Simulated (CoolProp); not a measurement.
50 sccm (0 °C, 1 atm) of nitrogen bubbles through liquid benzene at 318.1 K and leaves saturated at a total pressure of 0.15 MPa (ideal gas phase). Each further row changes one setting.

Computed with CoolProp (reference Helmholtz-energy equation of state, Thol 2012).

```csv
case,vapour pressure (kPa),mole fraction of vapour,delivery (mg/min),delivery (sccm),change of delivery for a bath 1 K warmer (%)
as stated,29.8,0.198,…,…,5.1
bath temperature 323.1 K,…,0.241,…,…,5.2
total pressure 0.3 MPa,29.8,…,…,5.51,4.5
```

**Question.** Some entries are withheld; supply them.

**Answer.** 
- as stated, delivery (mg/min): 43.1
- as stated, delivery (sccm): 12.4
- bath temperature 323.1 K, vapour pressure (kPa): 36.1
- bath temperature 323.1 K, delivery (mg/min): 55.3
- bath temperature 323.1 K, delivery (sccm): 15.9
- total pressure 0.3 MPa, mole fraction of vapour: 0.0992
- total pressure 0.3 MPa, delivery (mg/min): 19.2
